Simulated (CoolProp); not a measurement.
The fluid at 293.15 K and 0.155 MPa is compressed adiabatically to 1.02 MPa with isentropic efficiency 0.8. The same conditions are run with several fluids, on thermodynamics alone (safety and materials aside).

Model: reference Helmholtz-energy equation of state of each fluid (n-perfluorobutane: Gao 2022; carbon dioxide: Span 1996; hydrogen chloride: Thol 2018; R142b: Lemmon 2006; fluoroethane (R161): Wu 2012), in CoolProp.

| fluid | work (kJ/kg) | final temperature (K) | final phase | final density (kg/m³) |
|---|---|---|---|---|
| n-perfluorobutane | 20.3 | 347.7 | two-phase, vapour fraction 0.713 | 156 |
| carbon dioxide | 159 | 468.6 | gas | 11.6 |
| hydrogen chloride | 206 | 553.0 | gas | 8.15 |
| R142b | 57.7 | 370.2 | gas | 38.6 |
| fluoroethane (R161) | 130 | 395.1 | gas | 15.9 |
